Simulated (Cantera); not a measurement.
A closed system holds: 1 mol TiO2, a varied amount of Cl2, held at 100000 Pa.

Equilibrium computed with Cantera from the NASA thermochemical tables; the gas is ideal and each condensed phase is pure. Candidate condensed phases: Ti, TiCl2, TiCl3, TiCl4, TiO, TiO2, Ti2O3, Ti3O5, Ti4O7; 15 gas species. The tables' values for TiCl2 are old estimates. Condensed phases not in the tables: TiOCl. The numbers say what is thermodynamically allowed, not how fast it happens.

Stable condensed phases, one row left out:

```
T in K \ n(Cl2) in mol
         3.7 5.3 7.7  11  16  23  33
   1900    A   A   A   A   B   B   B
   1700    A   A   A   A   A   B   B
   1600    A   A   A   A   A   A   B
   1500    A   A   A   A   A   A   A
   1400    A   A   A   A   A   A   A
   1300    A   A   A   A   A   A   A
   1200    A   A   A   A   A   A   A
   1100    A   A   A   A   A   A   A
   1000    A   A   A   A   A   A   A
    900    A   A   A   A   A   A   A
    800    A   A   A   A   A   A   A
    700    A   A   A   A   A   A   A
    600    A   A   A   A   A   A   A
```

A: TiO2; B: gas only.

Give the row for 1800 K.

3.7: TiO2; 5.3: TiO2; 7.7: TiO2; 11: TiO2; 16: TiO2; 23: gas only; 33: gas only.
